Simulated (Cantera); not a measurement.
A closed system holds: 1 mol Si₂Cl₆, 0.86 mol HCl, 5 mol N₂, at 800 K and 1000 Pa.

Method: chemical equilibrium by Gibbs-energy minimisation in Cantera with the NASA 1993 tables (ideal gas, pure condensed phases). Candidate condensed phases: NH₄Cl, Si, Si₃N₄; 28 gas species. The feed counts by its element totals alone. N₂ is the only nitrogen source here; it is nearly inert below about 1500 K, so the nitride shown seldom forms there in practice. Equilibrium is a limit: real reactors are often held back by kinetics, nucleation or transport.

Base state: N₂ 0.669, SiCl₄ 0.219, HCl 0.101, H₂ 0.0107, SiHCl₃ 2.09e-5 (mole fractions); condensed: Si₃N₄(s).

### Question
What changes in the equilibrium state with this change: N₂ from 5 to 33 mol?

### Answer
```csv
species,before,after
N₂,0.669,0.933
SiCl₄,0.219,0.0434
HCl,0.101,0.0224
H₂,0.0107,0.00106
SiHCl₃,2.09e-5,1.85e-6
"Si₃N₄(s), mol",0.154,0.160
```
